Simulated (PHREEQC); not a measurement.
Make-up at 25 °C: 0.12 mol/kgw Cu(NO3)2, 0.0011 mol/kgw HCl and 0.032 mol/kgw KCl. Closed to the air; pH follows from the charge balance.

All values are PHREEQC results (ion-association model, phreeqc.dat), not measurements.

```
quantity       before   after
-------------  ------  ------
pH               3.07    3.07
Cl- (mol/kgw)  0.0305  0.0602
```

**Question.** What was changed between the two runs?
A) Cu(NO3)2 from 0.12 to 0.06 mol/kgw
B) KCl replaced by CaCl2 at the same molality
C) HCl from 0.0011 to 0.00055 mol/kgw
D) Cu(NO3)2 left out
E) KCl from 0.032 to 0.16 mol/kgw

**Answer.** B, KCl replaced by CaCl2 at the same molality

Precipitation was switched off in this run.
